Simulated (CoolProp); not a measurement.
Saturation properties of CH2F2 (R32).

Model: reference Helmholtz-energy equation of state, Tillner-Roth 1997, in CoolProp.

```json
[
 {"T (°C)": "-41.55", "p (bar)": "1.653", "vapour density (kg/m³)": "4.737", "enthalpy of vaporisation (kJ/kg)": "370.6", "liquid cp (kJ/(kg K))": "1.605", "liquid viscosity (µPa s)": "260", "vapour viscosity (µPa s)": "10.3"},
 {"T (°C)": "-38.15", "p (bar)": "1.928", "vapour density (kg/m³)": "5.480", "enthalpy of vaporisation (kJ/kg)": "366.6", "liquid cp (kJ/(kg K))": "1.612", "liquid viscosity (µPa s)": "249", "vapour viscosity (µPa s)": "10.5"},
 {"T (°C)": "-34.85", "p (bar)": "2.228", "vapour density (kg/m³)": "6.286", "enthalpy of vaporisation (kJ/kg)": "362.7", "liquid cp (kJ/(kg K))": "1.619", "liquid viscosity (µPa s)": "238", "vapour viscosity (µPa s)": "10.6"},
 {"T (°C)": "-31.45", "p (bar)": "2.575", "vapour density (kg/m³)": "7.212", "enthalpy of vaporisation (kJ/kg)": "358.6", "liquid cp (kJ/(kg K))": "1.627", "liquid viscosity (µPa s)": "227", "vapour viscosity (µPa s)": "10.8"},
 {"T (°C)": "-28.05", "p (bar)": "2.961", "vapour density (kg/m³)": "8.244", "enthalpy of vaporisation (kJ/kg)": "354.4", "liquid cp (kJ/(kg K))": "1.636", "liquid viscosity (µPa s)": "217", "vapour viscosity (µPa s)": "11.0"},
 {"T (°C)": "-24.65", "p (bar)": "3.392", "vapour density (kg/m³)": "9.389", "enthalpy of vaporisation (kJ/kg)": "350.1", "liquid cp (kJ/(kg K))": "1.646", "liquid viscosity (µPa s)": "208", "vapour viscosity (µPa s)": "11.1"},
 {"T (°C)": "-21.25", "p (bar)": "3.870", "vapour density (kg/m³)": "10.66", "enthalpy of vaporisation (kJ/kg)": "345.7", "liquid cp (kJ/(kg K))": "1.657", "liquid viscosity (µPa s)": "199", "vapour viscosity (µPa s)": "11.3"},
 {"T (°C)": "-17.85", "p (bar)": "4.397", "vapour density (kg/m³)": "12.06", "enthalpy of vaporisation (kJ/kg)": "341.2", "liquid cp (kJ/(kg K))": "1.668", "liquid viscosity (µPa s)": "191", "vapour viscosity (µPa s)": "11.5"},
 {"T (°C)": "-14.55", "p (bar)": "4.961", "vapour density (kg/m³)": "13.56", "enthalpy of vaporisation (kJ/kg)": "336.7", "liquid cp (kJ/(kg K))": "1.680", "liquid viscosity (µPa s)": "183", "vapour viscosity (µPa s)": "11.6"},
 {"T (°C)": "-11.15", "p (bar)": "5.597", "vapour density (kg/m³)": "15.26", "enthalpy of vaporisation (kJ/kg)": "331.9", "liquid cp (kJ/(kg K))": "1.693", "liquid viscosity (µPa s)": "175", "vapour viscosity (µPa s)": "11.8"},
 {"T (°C)": "-7.75", "p (bar)": "6.295", "vapour density (kg/m³)": "17.13", "enthalpy of vaporisation (kJ/kg)": "327.0", "liquid cp (kJ/(kg K))": "1.708", "liquid viscosity (µPa s)": "168", "vapour viscosity (µPa s)": "12.0"},
 {"T (°C)": "-4.35", "p (bar)": "7.057", "vapour density (kg/m³)": "19.18", "enthalpy of vaporisation (kJ/kg)": "322.0", "liquid cp (kJ/(kg K))": "1.723", "liquid viscosity (µPa s)": "161", "vapour viscosity (µPa s)": "12.1"},
 {"T (°C)": "-0.95", "p (bar)": "7.886", "vapour density (kg/m³)": "21.42", "enthalpy of vaporisation (kJ/kg)": "316.8", "liquid cp (kJ/(kg K))": "1.740", "liquid viscosity (µPa s)": "154", "vapour viscosity (µPa s)": "12.3"},
 {"T (°C)": "2.45", "p (bar)": "8.788", "vapour density (kg/m³)": "23.89", "enthalpy of vaporisation (kJ/kg)": "311.4", "liquid cp (kJ/(kg K))": "1.758", "liquid viscosity (µPa s)": "148", "vapour viscosity (µPa s)": "12.5"},
 {"T (°C)": "5.85", "p (bar)": "9.766", "vapour density (kg/m³)": "26.59", "enthalpy of vaporisation (kJ/kg)": "305.9", "liquid cp (kJ/(kg K))": "1.779", "liquid viscosity (µPa s)": "142", "vapour viscosity (µPa s)": "12.7"}
]
```

It boils at -51.7 °C under 1 atm.

Viscosity comes from a separate model (Bell 2016), an estimate that may be off by 10 % or more.
